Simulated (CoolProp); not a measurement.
CF4 (R14) at 367.15 K and 2.72 MPa is throttled through a valve to 0.447 MPa with no heat exchange. Each further row changes one setting.

Model: reference Helmholtz-energy equation of state, Platzer 1990, in CoolProp. This equation is an older, rougher fit.

```tsv
case	temperature change (K)	final density (kg/m³)
as stated	-7.7	___
outlet pressure 0.134 MPa	-8.8	3.97
outlet pressure 0.581 MPa	___	___
```

**Question.** What belongs in the gaps?

**Answer.** 
- as stated, final density (kg/m³): 13.3
- outlet pressure 0.581 MPa, temperature change (K): -7.2
- outlet pressure 0.581 MPa, final density (kg/m³): 17.3
